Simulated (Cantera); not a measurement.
An isothermal, constant-pressure homogeneous reactor starts with H₂ : O₂ : N₂ = 1.8 : 1 : 1 (molar parts), at 948 K and 0.266 atm. Integrator tolerance rtol = 1e-08.

Detailed kinetics in Cantera: the H2/O2 subset of GRI-Mech 3.0, which has no nitrogen chemistry. Below about 950 K walls govern HO2 and H2O2 in real vessels. The temperature is held fixed by assumption; the heat of reaction is taken as removed at once.

### Question
What does this change do: pressure from 0.266 atm to 0.132 atm?

### Answer
```csv
quantity,before,after
x(H₂) at 2.00 s,0.0116 (gas-phase equilibrium 1.10e-10),0.000414 (gas-phase equilibrium 1.57e-10)
x(O₂) at 2.00 s,0.0401 (gas-phase equilibrium 0.0345),0.0347 (gas-phase equilibrium 0.0345)
x(OH) at 2.00 s,2.85e-7 (gas-phase equilibrium 8.69e-8),4.23e-7 (gas-phase equilibrium 1.04e-7)
x(HO₂) at 2.00 s,2.37e-5 (gas-phase equilibrium 1.79e-10),4.45e-6 (gas-phase equilibrium 1.50e-10)
x(H₂O) at 2.00 s,0.605 (gas-phase equilibrium 0.621),0.620 (gas-phase equilibrium 0.621)
x(H) at 2.00 s,3.99e-7 (gas-phase equilibrium <1e-12),4.05e-8 (gas-phase equilibrium <1e-12)
```
Radical loss at walls, strong at low pressure, is not modelled.

### Question
What does this change do: pressure from 0.266 atm to 0.148 atm?

### Answer
```csv
quantity,before,after
x(H₂) at 2.00 s,0.0116 (gas-phase equilibrium 1.10e-10),0.000634 (gas-phase equilibrium 1.48e-10)
x(O₂) at 2.00 s,0.0401 (gas-phase equilibrium 0.0345),0.0348 (gas-phase equilibrium 0.0345)
x(OH) at 2.00 s,2.85e-7 (gas-phase equilibrium 8.69e-8),4.21e-7 (gas-phase equilibrium 1.01e-7)
x(HO₂) at 2.00 s,2.37e-5 (gas-phase equilibrium 1.79e-10),5.84e-6 (gas-phase equilibrium 1.55e-10)
x(H₂O) at 2.00 s,0.605 (gas-phase equilibrium 0.621),0.620 (gas-phase equilibrium 0.621)
x(H) at 2.00 s,3.99e-7 (gas-phase equilibrium <1e-12),5.68e-8 (gas-phase equilibrium <1e-12)
```
